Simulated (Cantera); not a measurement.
Cantera run:

```python
import numpy as np
import cantera as ct

gas_names = """
    CL CL2 H HCL H2 Si SiCL SiCL2 SiCL3 SiCL4 SiH SiHCL3 SiH2 SiH2CL2 SiH3 SiH3CL SiH4 Si2 Si3
""".split()
cond_names = """
    Si(cr) Si(L)
""".split()


# ... load() reads the species with a 1 bar reference pressure and builds the phases ...
atoms = {
    'Si': {'Si': 1},
    'HCl': {'H': 1, 'CL': 1},
}
top_T = {}  # K; cautious upper limits of use, not melting points


# ... equilibrate(T, P, feed) seeds the gas with the atoms and calls Mixture.equilibrate('TP', solver="vcs", rtol=1e-11, max_steps=5000) ...
results = []
feed = {'Si': 1, 'HCl': 29}  # mol
T = 1098.15  # K
P = 4400  # Pa
mix = equilibrate(T, P, feed)
results.append((T, P, feed, dict(zip(mix.species_names, mix.species_moles))))
x = sorted(zip(gas.X, gas.species_names), reverse=True)
print(f"T = {T:g} K  P = {P:g} Pa  gas = {mix.phase_moles(0):.4g} mol")
print("   x: " + "  ".join(f"{s} {v:.3e}" for v, s in x if v > 1e-05))
print("   condensed (mol): " + ("  ".join(f"{mix.phase(i).name} {mix.phase_moles(i):.4g}"
      for i in range(1, mix.n_phases) if mix.phase_moles(i) > 1e-12) or "none"))
```

Result:

```
T = 1098.15 K  P = 4400 Pa  gas = 28 mol
   x: HCL 8.929e-01  H2 7.136e-02  SiCL4 3.563e-02  SiHCL3 4.148e-05  SiCL3 4.057e-05
   condensed (mol): none
```

Cantera equilibrium calculation (NASA polynomials, part measured and part estimated; ideal gas, pure solids and liquids). The tables' values for SiCl3 are old estimates; treat these amounts as uncertain.
